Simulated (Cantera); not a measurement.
Input (Python, Cantera) and output of one run.

```python
import numpy as np
import cantera as ct

gas_names = """
    H HO2 H2 H2O H2O2 O OH O2 O3 Pb PbO Pb2
""".split()
cond_names = """
    H2O(s) H2O(L) Pb(cr) Pb(L) PbO(rd) PbO(yw) PbO(L) PbO2(s) Pb3O4(s)
""".split()


# ... load() reads the species with a 1 bar reference pressure and builds the phases ...
atoms = {
    'PbO': {'Pb': 1, 'O': 1},
    'H2': {'H': 2},
}
top_T = {'Pb3O4(s)': 820}  # K; cautious upper limits of use, not melting points


# ... equilibrate(T, P, feed) seeds the gas with the atoms and calls Mixture.equilibrate('TP', solver="vcs", rtol=1e-11, max_steps=5000) ...
results = []
feed = {'PbO': 1, 'H2': 0.34}  # mol
T = 1900  # K
P = 2100  # Pa
mix = equilibrate(T, P, feed)
results.append((T, P, feed, dict(zip(mix.species_names, mix.species_moles))))
x = sorted(zip(gas.X, gas.species_names), reverse=True)
print(f"T = {T:g} K  P = {P:g} Pa  gas = {mix.phase_moles(0):.4g} mol")
print("   x: " + "  ".join(f"{s} {v:.3e}" for v, s in x if v > 1e-05))
print("   condensed (mol): " + ("  ".join(f"{mix.phase(i).name} {mix.phase_moles(i):.4g}"
      for i in range(1, mix.n_phases) if mix.phase_moles(i) > 1e-12) or "none"))
```

It prints:

```
T = 1900 K  P = 2100 Pa  gas = 1.438 mol
   x: Pb 3.698e-01  PbO 3.254e-01  H2O 2.336e-01  O2 6.599e-02  OH 3.676e-03  H2 8.175e-04  O 5.289e-04  H 1.566e-04  Pb2 1.711e-05
   condensed (mol): none
```

Method: chemical equilibrium by Gibbs-energy minimisation in Cantera with the NASA 1993 tables (ideal gas, pure condensed phases). Gases not in the tables: (PbO)n polymers.
